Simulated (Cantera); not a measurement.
Cantera run, input and output.

```python
import numpy as np
import cantera as ct

gas = ct.Solution("gri30.yaml")
gas.TPX = 1150, 350000, {'CH3OH': 0.008, 'O2': 0.035, 'N2': 1}
reactor = ct.IdealGasConstPressureReactor(gas, energy="off", clone=False)
net = ct.ReactorNet([reactor])
net.rtol, net.atol = 1e-08, 1e-18
show = ['CH3OH', 'O2', 'C2H', 'H', 'HCN', 'C2H4', 'HCO']
times = np.geomspace(0.0007, 8, 9)

steps = ct.SolutionArray(gas, extra=["t"])
rows = []
print(f"{'t/s':>10s}{'T/K':>9s}{'P/Pa':>11s}" + "".join(f"{s:>11s}" for s in show))
for t in times:
    while net.time < t:
        t_next = net.step()
        steps.append(gas.state, t=t_next)
    rows.append([np.interp(t, steps.t, y) for y in (steps.T, steps.P, *steps(*show).X.T)])
    print(f"{t:10.3e}{rows[-1][0]:9.1f}{rows[-1][1]:11.4g}" + "".join(f"{x:11.3e}" for x in rows[-1][2:]))
rate = np.gradient(steps.T, steps.t)
print("integrator steps:", len(steps.t))
if steps.T.max() > steps.T[0] + 200:
    print(f"time of steepest temperature rise: {steps.t[rate.argmax()]:.4e} s")
gas.TPX = 1150, 350000, {'CH3OH': 0.008, 'O2': 0.035, 'N2': 1}
gas.equilibrate("TP")
print(f"equilibrium (TP): T = {gas.T:.1f} K  " + "  ".join(f"{s} {gas[s].X[0]:.3e}" for s in show))
```

It prints:

```
       t/s      T/K       P/Pa      CH3OH         O2        C2H          H        HCN       C2H4        HCO
 7.000e-04   1150.0    3.5e+05  7.670e-03  3.356e-02  3.002e-28  1.270e-10  4.286e-19  4.058e-13  6.892e-14
 2.251e-03   1150.0    3.5e+05  7.669e-03  3.356e-02  1.780e-27  1.961e-10  1.731e-18  1.573e-12  3.384e-13
 7.238e-03   1150.0    3.5e+05  7.658e-03  3.355e-02  5.475e-26  8.813e-10  1.348e-17  4.202e-12  5.304e-12
 2.327e-02   1150.0    3.5e+05  4.837e-10  2.484e-02  2.090e-21  2.474e-06  1.102e-13  7.030e-14  1.306e-10
 7.483e-02   1150.0    3.5e+05  1.504e-16  2.254e-02  1.000e-28  9.439e-08  1.782e-14  1.328e-25  1.211e-12
 2.406e-01   1150.0    3.5e+05 -4.541e-20  2.203e-02  1.069e-30  5.021e-09  7.137e-15  3.711e-29  9.232e-15
 7.737e-01   1150.0    3.5e+05 -3.893e-19  2.197e-02  1.648e-31  1.468e-10  4.311e-15  3.788e-27  1.630e-17
 2.488e+00   1150.0    3.5e+05 -2.556e-23  2.197e-02  5.224e-33  1.278e-12  1.890e-15 -1.469e-32  3.739e-22
 8.000e+00   1150.0    3.5e+05  9.899e-28  2.197e-02  6.601e-34  6.834e-13  2.711e-16  1.181e-35  3.211e-24
integrator steps: 2287
equilibrium (TP): T = 1150.0 K  CH3OH 5.337e-37  O2 2.194e-02  C2H 3.350e-61  H 6.199e-13  HCN 3.520e-28  C2H4 2.688e-62  HCO 3.015e-24
```

Cantera simulation using GRI-Mech 3.0 (53 species, 325 reactions); the numbers are that mechanism's predictions, not measurements. GRI-Mech 3.0 was tuned for natural gas; its chemistry of methanol as a main component is partial and can be far from experiment.
